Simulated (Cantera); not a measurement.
A freely propagating, adiabatic, planar premixed flame of 29.7 % H2, 17.1 % O2, 47.8 % N2, 5.35 % H2O, equivalence ratio 0.87, unburnt at 550 K and 750 Torr; multicomponent transport, grid criteria slope 0.08 and curve 0.16, no radiation.

Model: the H2/O2 subset of GRI-Mech 3.0, which has no nitrogen chemistry, integrated in Cantera. Burning velocities carry a grid error of a few per cent, more on coarse grids.

x: mole fraction of selected species; z is measured from the peak of heat release.

| z (mm) | T (K) | u (m/s) | x H2 | x O2 | x H2O | x H2O2 | x OH | x O |
|---|---|---|---|---|---|---|---|---|
| -1.17 | 550 | 6.64 | 0.297 | 0.171 | 0.0535 | <1e-8 | <1e-8 | <1e-8 |
| -0.778 | 550 | 6.64 | 0.297 | 0.171 | 0.0535 | <1e-8 | <1e-8 | <1e-8 |
| -0.584 | 550 | 6.64 | 0.297 | 0.171 | 0.0535 | <1e-8 | <1e-8 | <1e-8 |
| -0.389 | 550 | 6.64 | 0.297 | 0.171 | 0.0535 | <1e-8 | <1e-8 | <1e-8 |
| -0.195 | 559 | 6.72 | 0.294 | 0.171 | 0.0541 | 2.98e-6 | 1.45e-5 | 3.04e-6 |
| -0.0973 | ? | 8.93 | 0.262 | 0.168 | 0.0723 | 3.32e-5 | 0.000972 | 0.000249 |
| 0 | ? | 13.8 | 0.160 | 0.131 | 0.160 | 9.90e-6 | 0.00402 | 0.00523 |
| 0.0973 | ? | 17.4 | 0.0689 | 0.0715 | 0.264 | 4.19e-6 | 0.0127 | 0.0135 |
| 0.195 | ? | 19.1 | 0.0473 | 0.0520 | 0.297 | 2.32e-6 | 0.0180 | 0.0153 |
| 0.389 | ? | 20.8 | 0.0420 | 0.0450 | 0.313 | 1.21e-6 | 0.0217 | 0.0136 |
| 0.778 | 2081 | 22.4 | 0.0372 | 0.0404 | 0.329 | 7.01e-7 | 0.0235 | 0.0105 |
| 1.56 | 2241 | 23.8 | 0.0302 | 0.0361 | 0.346 | 4.82e-7 | 0.0233 | 0.00736 |
| 3.11 | 2374 | 25.0 | 0.0224 | 0.0324 | 0.363 | 4.02e-7 | 0.0213 | 0.00473 |

Fill in the missing entries.


- -0.0973, T (K): 762
- 0, T (K): 1229
- 0.0973, T (K): 1567
- 0.195, T (K): 1735
- 0.389, T (K): 1908
